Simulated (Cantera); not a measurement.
A Cantera script and its output.

```python
import numpy as np
import cantera as ct

gas = ct.Solution("gri30.yaml")
gas.TPX = 1398, 88000, {'N2O': 1, 'N2': 1}
reactor = ct.IdealGasConstPressureReactor(gas, energy="off", clone=False)
net = ct.ReactorNet([reactor])
net.rtol, net.atol = 1e-08, 1e-18
show = ['N2O', 'O2', 'NO2', 'NO', 'N2', 'O']
times = np.geomspace(0.0001, 3, 11)

steps = ct.SolutionArray(gas, extra=["t"])
rows = []
print(f"{'t/s':>10s}{'T/K':>9s}{'P/Pa':>11s}" + "".join(f"{s:>11s}" for s in show))
for t in times:
    while net.time < t:
        t_next = net.step()
        steps.append(gas.state, t=t_next)
    rows.append([np.interp(t, steps.t, y) for y in (steps.T, steps.P, *steps(*show).X.T)])
    print(f"{t:10.3e}{rows[-1][0]:9.1f}{rows[-1][1]:11.4g}" + "".join(f"{x:11.3e}" for x in rows[-1][2:]))
rate = np.gradient(steps.T, steps.t)
print("integrator steps:", len(steps.t))
if steps.T.max() > steps.T[0] + 200:
    print(f"time of steepest temperature rise: {steps.t[rate.argmax()]:.4e} s")
gas.TPX = 1398, 88000, {'N2O': 1, 'N2': 1}
gas.equilibrate("TP")
print(f"equilibrium (TP): T = {gas.T:.1f} K  " + "  ".join(f"{s} {gas[s].X[0]:.3e}" for s in show))
```

Output:

```
       t/s      T/K       P/Pa        N2O         O2        NO2         NO         N2          O
 1.000e-04   1398.0    8.8e+04  4.992e-01  2.390e-04  2.806e-08  1.166e-04  5.004e-01  2.388e-05
 2.804e-04   1398.0    8.8e+04  4.978e-01  7.033e-04  2.325e-07  3.428e-04  5.012e-01  2.387e-05
 7.860e-04   1398.0    8.8e+04  4.938e-01  1.996e-03  1.663e-06  9.716e-04  5.033e-01  2.383e-05
 2.204e-03   1398.0    8.8e+04  4.827e-01  5.547e-03  9.601e-06  2.693e-03  5.090e-01  2.372e-05
 6.178e-03   1398.0    8.8e+04  4.534e-01  1.497e-02  3.924e-05  7.224e-03  5.243e-01  2.334e-05
 1.732e-02   1398.0    8.8e+04  3.829e-01  3.776e-02  1.140e-04  1.796e-02  5.613e-01  2.225e-05
 4.856e-02   1398.0    8.8e+04  2.482e-01  8.175e-02  2.504e-04  3.745e-02  6.323e-01  1.923e-05
 1.361e-01   1398.0    8.8e+04  9.137e-02  1.348e-01  3.856e-04  5.663e-02  7.168e-01  1.202e-05
 3.817e-01   1398.0    8.8e+04  1.190e-02  1.640e-01  4.167e-04  6.181e-02  7.619e-01  2.875e-06
 1.070e+00   1398.0    8.8e+04  1.197e-04  1.687e-01  3.889e-04  6.176e-02  7.690e-01  4.333e-07
 3.000e+00   1398.0    8.8e+04  1.186e-06  1.688e-01  3.871e-04  6.173e-02  7.691e-01  4.049e-07
integrator steps: 1145
equilibrium (TP): T = 1398.0 K  N2O 4.246e-08  O2 1.996e-01  NO2 4.824e-06  NO 7.073e-04  N2 7.996e-01  O 4.397e-07
```

Cantera simulation using GRI-Mech 3.0 (53 species, 325 reactions); the numbers are that mechanism's predictions, not measurements. GRI-Mech 3.0 was tuned for natural gas; its chemistry of N2O as a main component is partial and can be far from experiment. The mechanism lacks the step 2 NO + O2 → 2 NO2, which can matter for NO2 below about 1400 K. The temperature is held fixed by assumption; the heat of reaction is taken as removed at once.
